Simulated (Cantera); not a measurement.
Cantera run, input and output.

```python
import numpy as np
import cantera as ct

gas = ct.Solution("h2o2.yaml")


def delay(T, t_max=10):
    gas.TPX = T, 1000000, {'H2': 1, 'O2': 0.847, 'N2': 3.19}
    reactor = ct.IdealGasConstPressureReactor(gas, clone=False)
    net = ct.ReactorNet([reactor])
    net.rtol, net.atol = 1e-8, 1e-16
    while net.time < t_max:
        t_old, T_old = net.time, reactor.T
        net.step()
        if reactor.T > T + 400:  # ignition: a rise of 400 K
            return t_old + (T + 400 - T_old) / (reactor.T - T_old) * (net.time - t_old)
    return np.nan


taus = []
for T in [898, 973, 1048, 1123, 1198, 1273, 1348, 1423, 1498, 1573]:
    taus.append(delay(T))
    print(f"T0 = {T:6g} K   tau = {taus[-1]:.4e} s")

# d ln(tau) / d ln(k), from doubling and halving each rate constant
T, sens = 1123, []
for i in range(gas.n_reactions):
    gas.set_multiplier(2.0, i)
    up = delay(T)
    gas.set_multiplier(0.5, i)
    down = delay(T)
    gas.set_multiplier(1.0, i)
    sens.append((np.log(up / down) / np.log(4.0), gas.reaction(i).equation))
sens.sort(key=lambda x: -abs(x[0]))
print(f"sensitivities at {T} K")
for s, eq in sens[:10]:
    print(f"{s:8.3f}  {eq}")
```

Output:

```
T0 =    898 K   tau = 1.5800e-01 s
T0 =    973 K   tau = 2.1932e-02 s
T0 =   1048 K   tau = 3.6635e-03 s
T0 =   1123 K   tau = 6.3026e-04 s
T0 =   1198 K   tau = 7.2326e-05 s
T0 =   1273 K   tau = 7.2812e-06 s
T0 =   1348 K   tau = 3.4006e-06 s
T0 =   1423 K   tau = 2.1819e-06 s
T0 =   1498 K   tau = 1.5860e-06 s
T0 =   1573 K   tau = 1.2385e-06 s
sensitivities at 1123 K
  -1.869  H + O2 <=> O + OH
   0.719  H + O2 + N2 <=> HO2 + N2
  -0.444  2 OH (+M) <=> H2O2 (+M)
  -0.442  H + H2O2 <=> H2 + HO2
   0.336  H + O2 + M <=> HO2 + M
   0.152  H + O2 + O2 <=> HO2 + O2
  -0.150  H + HO2 <=> 2 OH
  -0.036  H2 + OH <=> H + H2O
   0.033  2 HO2 <=> H2O2 + O2
  -0.027  H2 + O <=> H + OH
```

Model: the H2/O2 subset of GRI-Mech 3.0, which has no nitrogen chemistry, integrated in Cantera. The hydrogen kinetics of GRI-Mech 3.0 are dated; newer H2 mechanisms differ, most at raised pressure. Below about 950 K walls govern HO2 and H2O2 in real vessels.
